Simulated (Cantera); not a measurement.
What does this Cantera script print?

```python
import numpy as np
import cantera as ct

gas_names = """
    H H2 Si SiH SiH2 SiH3 SiH4 Si2 Si3
""".split()
cond_names = """
    Si(cr) Si(L)
""".split()


def load(file, names, dense=False):
    # The tables refer to 1 bar. Condensed volumes are neglected.
    table = {s.name: s for s in ct.Species.list_from_file(file)}
    out = []
    for n in names:
        d = dict(table[n].input_data)
        d["thermo"] = dict(d["thermo"], **{"reference-pressure": 1e5})
        if dense:
            d["equation-of-state"] = {"model": "constant-volume", "density": "1e6 g/cm^3"}
        out.append(ct.Species.from_dict(d))
    return out


gas = ct.Solution(thermo="ideal-gas", species=load("nasa_gas.yaml", gas_names))
cond = {s.name: ct.Solution(thermo="fixed-stoichiometry", species=[s], name=s.name)
        for s in load("nasa_condensed.yaml", cond_names, dense=True)}
atoms = {
    'Si2H6': {'Si': 2, 'H': 6},
    'H2': {'H': 2},
}
top_T = {}  # K; cautious upper limits of use, not melting points


def equilibrate(T, P, feed):
    n = {}
    for name, mol in feed.items():
        for a, k in atoms[name].items():
            n[a] = n.get(a, 0.0) + k * mol
    gas.TPX = T, P, n
    mass = sum(n.values()) * gas.mean_molecular_weight
    gas.equilibrate("TP")
    valid = [c for c in cond.values() if c.min_temp <= T <= top_T.get(c.name, c.max_temp)]
    mix = ct.Mixture([(gas, mass / gas.mean_molecular_weight)] + [(c, 0.0) for c in valid])
    mix.T, mix.P = T, P
    mix.equilibrate("TP", solver="vcs", rtol=1e-11, max_steps=5000)
    return mix


results = []
feed = {'Si2H6': 1, 'H2': 200}  # mol
T = 1373.15  # K
P = 790  # Pa
mix = equilibrate(T, P, feed)
results.append((T, P, feed, dict(zip(mix.species_names, mix.species_moles))))
print(gas.report(threshold=0.0001))
for i in range(1, mix.n_phases):
    print(f"{mix.phase(i).name:16s} {mix.phase_moles(i):12.5e} mol")
```

Result:

```
       temperature   1373.2 K
          pressure   790 Pa
           density   0.0001395 kg/m^3
  mean mol. weight   2.016 kg/kmol
   phase of matter   gas

                          1 kg             1 kmol
                     ---------------   ---------------
          enthalpy        1.6007e+07        3.2269e+07  J
   internal energy        1.0344e+07        2.0852e+07  J
           entropy         1.073e+05        2.1631e+05  J/K
    Gibbs function       -1.3133e+08       -2.6476e+08  J
 heat capacity c_p             15793             31838  J/K
 heat capacity c_v             11669             23524  J/K

                      mass frac. Y      mole frac. X     chem. pot. / RT
                     ---------------   ---------------   ---------------
                H2           0.99998           0.99996            -23.19
     [   +8 minor]        2.3683e-05        3.7878e-05

Si(cr)            1.99993e+00 mol
```

Method: chemical equilibrium by Gibbs-energy minimisation in Cantera with the NASA 1993 tables (ideal gas, pure condensed phases). The feed counts by its element totals alone.
